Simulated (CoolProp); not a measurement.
Computed with CoolProp (reference Helmholtz-energy equation of state, Lemmon 2006). It is a short technical equation, of lower accuracy than the large ones.

Problem. Give the vapour pressure (MPa), enthalpy of vaporisation (kJ/kg), surface tension (mN/m) of saturated isopentane at 407.3 K.

Solution. 
```json
[
 {"T (K)": "407.3", "p (MPa)": "1.42", "enthalpy of vaporisation (kJ/kg)": "226", "surface tension (mN/m)": "3.74"}
]
```

Surface tension comes from a separate correlation (Mulero 2012).
